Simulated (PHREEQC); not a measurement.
Solution (25 °C): 4.4 mmol/kgw ZnSO4, 3.4 mmol/kgw H3BO3 and 7.8 mmol/kgw FeSO4. Closed to the air; pH follows from the charge balance.

The numbers come from PHREEQC with the ion-association model, phreeqc.dat.

### Question
The ionic strength comes out as 0.0336 mol/kgw. What activity coefficients do Zn+2, H2BO3-, SO4-2, Zn(SO4)2-2, ZnOH+ get?

### Answer
Zn+2 0.52, H2BO3- 0.84, SO4-2 0.51, Zn(SO4)2-2 0.51, ZnOH+ 0.84.

This is a speciation only: nothing precipitates in the calculation. Complexes and solids missing from the database can't appear.
